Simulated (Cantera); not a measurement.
Stirred combustor or abatement burner

A perfectly stirred reactor is fed with CO : H2 : CH4 : O2 : N2 = 1 : 0.56 : 0.57 : 2.87 : 10.8 (molar parts), at 6.20 bar; it is adiabatic with a 475 K inlet, and is followed from long to short residence time, starting on the burning branch (τ in s: 0.26, 0.091, 0.032, 0.011, 0.004, 0.0014, 0.0005, 0.00018, 6.2e-05, 2.2e-05).

Cantera simulation using GRI-Mech 3.0 (53 species, 325 reactions); the numbers are that mechanism's predictions, not measurements.

```
τ (s)    T (K)      x CO      x H2     x CH4    x HO2   x CH2CO    x C2H2
-------  -----  --------  --------  --------  -------  --------  --------
0.26      2037  0.000333   7.30e-5   3.76e-7  2.26e-6  9.88e-12  3.38e-12
0.091     2038  0.000390   8.04e-5   1.03e-6  2.35e-6  3.61e-11  2.39e-11
0.032     2036  0.000535   9.90e-5   2.66e-6  2.57e-6  1.53e-10  1.43e-10
0.011     2033  0.000891  0.000146   6.42e-6  3.17e-6  7.14e-10  6.40e-10
0.0040    2025   0.00162  0.000244   1.35e-5  4.55e-6   2.83e-9   1.85e-9
0.0014    2008   0.00311  0.000446   2.76e-5  7.79e-6   1.04e-8   4.16e-9
0.00050   1980   0.00592  0.000815   5.55e-5  1.45e-5   3.35e-8   7.88e-9
0.00018   1929    0.0110   0.00144  0.000117  2.83e-5   1.00e-7   1.43e-8
6.2e-5    1833    0.0214   0.00251  0.000298  5.99e-5   3.44e-7   3.11e-8
2.2e-5     475    0.0633    0.0354    0.0361   <1e-12    <1e-12    <1e-12
```
x: mole fraction; the columns are a selection and need not sum to one.
